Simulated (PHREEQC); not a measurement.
Na2CO3 is added in steps, without added water, to 1 kg of water holding 5.4 mmol/kgw Ba(OH)2, at 61 °C. O2 is buffered at 0.21 atm. No CO2 enters from the air. Only these solids could form: Witherite, Nahcolite, Natron.

Base run: PHREEQC, ion-association model, wateq4f.dat. Each further column changes one thing. The table gives CO3-2 (mol/kgw).

```tsv
Na2CO3 added (mol)	base	database phreeqc.dat	metal-ligand complexes left out
0	0	0	0
3e-07	9.65e-8	9.72e-8	2.73e-7
7.5e-07	2.41e-7	2.43e-7	6.83e-7
1.05e-06	3.38e-7	3.40e-7	9.57e-7
1.5e-06	4.83e-7	4.86e-7	1.11e-6
1.8e-06	5.79e-7	5.84e-7	1.11e-6
2.1e-06	6.76e-7	6.81e-7	1.11e-6
2.55e-06	8.21e-7	8.27e-7	1.11e-6
2.85e-06	9.17e-7	9.24e-7	1.11e-6
3.3e-06	1.06e-6	1.07e-6	1.11e-6
3.6e-06	1.11e-6	1.13e-6	1.11e-6
```

Constants without temperature data keep their 25 °C values here. phreeqc.dat and wateq4f.dat share most of their constants, so their agreement is no independent check. Solids allowed in the column 'database phreeqc.dat': Witherite.
